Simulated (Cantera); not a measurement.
Thermodynamics of carbothermic reduction, feed Cu₂O + C + H₂ + CO

Charge: 1 mol Cu₂O, 0.34 mol C, 0.72 mol H₂, 0.78 mol CO, at 0.000160 bar.

Method: chemical equilibrium by Gibbs-energy minimisation in Cantera with the NASA 1993 tables (ideal gas, pure condensed phases). Candidate condensed phases: C, C₆H₆, C₇H₈, C₈H₁₈, Cu, CuO, Cu(OH)₂, Cu₂O, H₂O; 113 gas species. The numbers say what is thermodynamically allowed, not how fast it happens.

```csv
T (K),x Cu,x CO,x H,x H₂,x H₂O,x CO₂,x O,x OH,x O₂,n Cu(l)
1523,0.0753,0.411,0.000778,0.181,0.180,0.152,8.75e-8,2.38e-5,4.03e-8,1.85
1673,0.519,0.218,0.00267,0.0879,0.0980,0.0735,3.52e-6,0.000143,1.77e-6,0
1823,0.518,0.220,0.00975,0.0810,0.100,0.0697,7.77e-5,0.000839,4.24e-5,0
1973,0.511,0.220,0.0285,0.0715,0.0965,0.0663,0.00107,0.00366,0.000627,0
2123,0.493,0.220,0.0696,0.0602,0.0768,0.0559,0.00900,0.0110,0.00489,0
2273,0.453,0.222,0.143,0.0461,0.0369,0.0321,0.0376,0.0177,0.0126,0
2423,0.412,0.219,0.219,0.0244,0.00795,0.0120,0.0809,0.0135,0.0109,0
```
x: gas mole fraction; n: condensed amount in mol.

At 1523 K the condensed part is Cu(l). From 1673 K to 2423 K nothing is condensed. The main Cu-bearing gas is Cu throughout.
